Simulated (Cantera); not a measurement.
An adiabatic, constant-volume homogeneous reactor starts with CH4 : CO : O2 : N2 = 1 : 0.061 : 2.09 : 7.87 (molar parts), at 1348 K and 2.40 bar. Integrator tolerance rtol = 1e-08.

Model: GRI-Mech 3.0 (53 species, 325 reactions), integrated in Cantera.

Task: What does this change do: 0.021 parts H2 added?

Result: 
```tsv
quantity	before	after
time of steepest temperature rise	3.06 ms	2.61 ms
temperature at 4.00 s	2923 K	2925 K
equilibrium temperature	2923 K	2925 K
x(CH4) at 4.00 s	<1e-12 (gas-phase equilibrium <1e-12)	<1e-12 (gas-phase equilibrium <1e-12)
x(CO) at 4.00 s	0.0398 (gas-phase equilibrium 0.0398)	0.0402 (gas-phase equilibrium 0.0402)
x(O2) at 4.00 s	0.0204 (gas-phase equilibrium 0.0204)	0.0200 (gas-phase equilibrium 0.0200)
x(C2H6) at 4.00 s	<1e-12 (gas-phase equilibrium <1e-12)	<1e-12 (gas-phase equilibrium <1e-12)
x(CH2) at 4.00 s	<1e-12 (gas-phase equilibrium <1e-12)	<1e-12 (gas-phase equilibrium <1e-12)
x(CO2) at 4.00 s	0.0529 (gas-phase equilibrium 0.0529)	0.0523 (gas-phase equilibrium 0.0523)
x(O) at 4.00 s	0.00533 (gas-phase equilibrium 0.00533)	0.00532 (gas-phase equilibrium 0.00532)
```
